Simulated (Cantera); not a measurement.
A diamond (100) surface in a fixed gas of H2 with x(CH4) = 0.021, x(H) = 0.00041, at 900 K, 97.5 Torr; coverages are run to steady state.

Cantera simulation using the Harris–Goodwin 1993 mechanism for the reconstructed diamond (100) surface; the numbers are that mechanism's predictions, not measurements.

θ: site fractions in the mechanism's names (c6HH fully hydrogenated, c6H* and c6*H radical sites, c6** diradical, c6HM methylated).

| x(CH3) | growth (µm/h) | θ c6HH | θ c6H* | θ c6*H | θ c6** | θ c6HM |
|---|---|---|---|---|---|---|
| 1e-06 | 0.0393 | 0.693 | 0.0104 | 0.291 | 0.00407 | 0.00199 |
| 2.8e-06 | 0.109 | 0.689 | 0.0103 | 0.289 | 0.00405 | 0.00553 |
| 7.7e-06 | 0.297 | 0.681 | 0.0102 | 0.286 | 0.00399 | 0.0150 |
| 2.1e-05 | ___ | 0.660 | 0.00989 | 0.277 | 0.00384 | ___ |
| 5.9e-05 | 2.01 | 0.607 | 0.00908 | 0.254 | 0.00345 | 0.102 |
| 0.00016 | ___ | ___ | ___ | ___ | ___ | ___ |
| 0.00045 | 8.09 | 0.343 | 0.00504 | 0.141 | 0.00158 | 0.410 |
| 0.0013 | 11.6 | 0.189 | 0.00268 | 0.0751 | 0.000606 | 0.589 |
| 0.0035 | 13.7 | 0.0969 | 0.00127 | 0.0357 | 0.000167 | 0.697 |

### Question
Complete the blanks.

### Answer

- 2.1e-05, growth (µm/h): 0.783
- 2.1e-05, θ c6HM: 0.0396
- 0.00016, growth (µm/h): 4.42
- 0.00016, θ c6HH: 0.503
- 0.00016, θ c6H*: 0.00748
- 0.00016, θ c6*H: 0.209
- 0.00016, θ c6**: 0.00269
- 0.00016, θ c6HM: 0.224
